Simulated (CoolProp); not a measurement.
Vapour-liquid equilibrium of R113 (1) + n-hexane (2) at 310.2 K; x and y are mole fractions of (1).

Model: multi-fluid Helmholtz-energy mixture model, Marx 1992 and Thol 2019; pair parameters Bell 2016, in CoolProp.

```json
[
 {"x": "0.05", "bubble pressure, mixture model (MPa)": "0.03634", "bubble pressure, Raoult's law (MPa)": "0.03508", "y, mixture model": "0.129", "y, Raoult's law": "0.100"},
 {"x": "0.125", "bubble pressure, mixture model (MPa)": "0.04060", "bubble pressure, Raoult's law (MPa)": "0.03787", "y, mixture model": "0.277", "y, Raoult's law": "0.233"},
 {"x": "0.2", "bubble pressure, mixture model (MPa)": "0.04440", "bubble pressure, Raoult's law (MPa)": "0.04067", "y, mixture model": "0.389", "y, Raoult's law": "0.347"},
 {"x": "0.275", "bubble pressure, mixture model (MPa)": "0.04783", "bubble pressure, Raoult's law (MPa)": "0.04346", "y, mixture model": "0.478", "y, Raoult's law": "0.446"},
 {"x": "0.35", "bubble pressure, mixture model (MPa)": "0.05094", "bubble pressure, Raoult's law (MPa)": "0.04626", "y, mixture model": "0.553", "y, Raoult's law": "0.533"},
 {"x": "0.425", "bubble pressure, mixture model (MPa)": "0.05379", "bubble pressure, Raoult's law (MPa)": "0.04905", "y, mixture model": "0.618", "y, Raoult's law": "0.611"},
 {"x": "0.5", "bubble pressure, mixture model (MPa)": "0.05642", "bubble pressure, Raoult's law (MPa)": "0.05185", "y, mixture model": "0.675", "y, Raoult's law": "0.680"},
 {"x": "0.575", "bubble pressure, mixture model (MPa)": "0.05888", "bubble pressure, Raoult's law (MPa)": "0.05464", "y, mixture model": "0.728", "y, Raoult's law": "0.742"},
 {"x": "0.65", "bubble pressure, mixture model (MPa)": "0.06118", "bubble pressure, Raoult's law (MPa)": "0.05744", "y, mixture model": "0.777", "y, Raoult's law": "0.798"},
 {"x": "0.725", "bubble pressure, mixture model (MPa)": "0.06336", "bubble pressure, Raoult's law (MPa)": "0.06023", "y, mixture model": "0.825", "y, Raoult's law": "0.848"},
 {"x": "0.8", "bubble pressure, mixture model (MPa)": "0.06543", "bubble pressure, Raoult's law (MPa)": "0.06303", "y, mixture model": "0.871", "y, Raoult's law": "0.895"},
 {"x": "0.875", "bubble pressure, mixture model (MPa)": "0.06740", "bubble pressure, Raoult's law (MPa)": "0.06582", "y, mixture model": "0.918", "y, Raoult's law": "0.937"},
 {"x": "0.95", "bubble pressure, mixture model (MPa)": "0.06928", "bubble pressure, Raoult's law (MPa)": "0.06862", "y, mixture model": "0.967", "y, Raoult's law": "0.976"}
]
```

The largest gap from Raoult's law is +10.1 % in bubble pressure, at x = 0.35. No azeotrope shows between x = 0.05 and 0.95.

The pair parameters rest on a limited set of measurements; away from them the model extrapolates.
